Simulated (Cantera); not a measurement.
An adiabatic, constant-pressure homogeneous reactor starts with CH4 : C2H6 : O2 : N2 = 1 : 0.034 : 4.51 : 17 (molar parts), at 1175 K and 1.40 bar.

Model: GRI-Mech 3.0 (53 species, 325 reactions), integrated in Cantera.

x: mole fraction; the columns are a selection and need not sum to one.

```csv
t (s),T (K),x CH4,x C2H6,x O2,x CO,x HO2,x NO
2.00e-6,1175,0.0444,0.00151,0.200,<1e-12,7.06e-10,<1e-12
8.89e-6,1175,0.0444,0.00151,0.200,<1e-12,___,<1e-12
3.95e-5,1175,0.0444,0.00151,0.200,<1e-12,___,<1e-12
0.000175,1175,0.0444,0.00151,0.200,2.99e-11,___,<1e-12
0.000780,1175,0.0444,0.00151,0.200,3.50e-9,___,<1e-12
0.00346,1175,0.0443,0.00150,0.200,1.41e-6,3.03e-6,<1e-12
0.0154,2152,<1e-12,<1e-12,0.105,0.000550,3.10e-6,4.93e-5
0.0684,2151,<1e-12,<1e-12,0.105,0.000522,3.08e-6,0.000908
0.304,2144,<1e-12,<1e-12,0.103,0.000503,2.98e-6,0.00383
1.35,2137,<1e-12,<1e-12,0.102,0.000482,2.87e-6,0.00721
6.00,2137,<1e-12,<1e-12,0.102,0.000481,2.87e-6,0.00741
```

Q: What belongs in the gaps?

A: 
- 8.89e-6, x HO2: 3.17e-9
- 3.95e-5, x HO2: 1.47e-8
- 0.000175, x HO2: 7.72e-8
- 0.000780, x HO2: 5.45e-7
